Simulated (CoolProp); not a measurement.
The fluid at 293.15 K and 2.5 MPa (gas) is heated at constant pressure to 450 K. The same conditions are run with several fluids, on thermodynamics alone (safety and materials aside).

Values from CoolProp's reference Helmholtz-energy equation of state of each fluid (methane: Setzmann 1991; nitrous oxide: Lemmon 2006; oxygen: Schmidt 1985; hydrogen chloride: Thol 2018; nitrogen: Span 2000).

| fluid | heat (kJ/kg) | final density (kg/m³) |
|---|---|---|
| methane | 398 | 10.8 |
| nitrous oxide | 166 | 30.4 |
| oxygen | 150 | 21.3 |
| hydrogen chloride | 151 | 25.4 |
| nitrogen | 168 | 18.5 |

Above 300 K oxygen's equation is extrapolated.
